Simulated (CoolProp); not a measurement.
Aqueous ethylene glycol as a coolant, 59 % by mass, freezing at -49.5 °C, 1 atm.

The numbers come from the Melinder's fits for secondary coolants in CoolProp.

```json
[
 {"T (°C)": "-41.4", "density (kg/m³)": "1101", "viscosity (mPa s)": "165", "conductivity (W/(m K))": "0.331", "cp (kJ/(kg K))": "2.703"},
 {"T (°C)": "-32.9", "density (kg/m³)": "1099", "viscosity (mPa s)": "81.1", "conductivity (W/(m K))": "0.335", "cp (kJ/(kg K))": "2.763"},
 {"T (°C)": "-24.3", "density (kg/m³)": "1096", "viscosity (mPa s)": "43.0", "conductivity (W/(m K))": "0.339", "cp (kJ/(kg K))": "2.824"},
 {"T (°C)": "-15.8", "density (kg/m³)": "1093", "viscosity (mPa s)": "24.7", "conductivity (W/(m K))": "0.342", "cp (kJ/(kg K))": "2.884"},
 {"T (°C)": "-7.3", "density (kg/m³)": "1090", "viscosity (mPa s)": "15.2", "conductivity (W/(m K))": "0.346", "cp (kJ/(kg K))": "2.942"},
 {"T (°C)": "1.2", "density (kg/m³)": "1086", "viscosity (mPa s)": "9.96", "conductivity (W/(m K))": "0.351", "cp (kJ/(kg K))": "2.999"},
 {"T (°C)": "9.8", "density (kg/m³)": "1082", "viscosity (mPa s)": "6.87", "conductivity (W/(m K))": "0.355", "cp (kJ/(kg K))": "3.056"},
 {"T (°C)": "18.3", "density (kg/m³)": "1077", "viscosity (mPa s)": "5.00", "conductivity (W/(m K))": "0.359", "cp (kJ/(kg K))": "3.110"},
 {"T (°C)": "26.8", "density (kg/m³)": "1072", "viscosity (mPa s)": "3.80", "conductivity (W/(m K))": "0.363", "cp (kJ/(kg K))": "3.162"},
 {"T (°C)": "35.4", "density (kg/m³)": "1067", "viscosity (mPa s)": "2.98", "conductivity (W/(m K))": "0.367", "cp (kJ/(kg K))": "3.212"}
]
```
